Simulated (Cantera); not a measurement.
Oxide etching and cleaning by halides: SiO2 + HBr + H2

Feed: 1 mol SiO2, 18 mol HBr, 1.7 mol H2, equilibrated at 0.00300 bar.

Method: chemical equilibrium by Gibbs-energy minimisation in Cantera with the NASA 1993 tables (ideal gas, pure condensed phases). Candidate condensed phases: Br2, H2O, Si, SiO2; 28 gas species. The numbers say what is thermodynamically allowed, not how fast it happens.

| T (K) | log p HBr | log p H2 | log p Br | log p H2O | log p Br2 | log p SiBr4 | n SiO2(α-quartz) | n SiO2(β-quartz) |
|---|---|---|---|---|---|---|---|---|
| 773 | -2.56 | -3.59 | -8.51 | -8.25 | -9.53 | -8.55 | 1.000 | 0 |
| 823 | -2.56 | -3.59 | -7.89 | -8.04 | -9.09 | -8.34 | 1.000 | 0 |
| 873 | -2.56 | -3.59 | -7.34 | -7.85 | -8.70 | -8.15 | 0 | 1.000 |
| 923 | -2.56 | -3.59 | -6.85 | -7.69 | -8.35 | -7.99 | 0 | 1.000 |
| 973 | -2.56 | -3.59 | -6.40 | -7.54 | -8.04 | -7.84 | 0 | 1.000 |
| 1023 | -2.56 | -3.59 | -6.01 | -7.41 | -7.76 | -7.71 | 0 | 1.000 |
| 1073 | -2.56 | -3.59 | -5.64 | -7.29 | -7.50 | -7.59 | 0 | 1.000 |
log p: log10 of the partial pressure in bar; n: condensed amount in mol.

From 773 K to 823 K the condensed part is SiO2(α-quartz). From 873 K to 1073 K the condensed part is SiO2(β-quartz). The main Si-bearing gas is SiBr4 throughout.
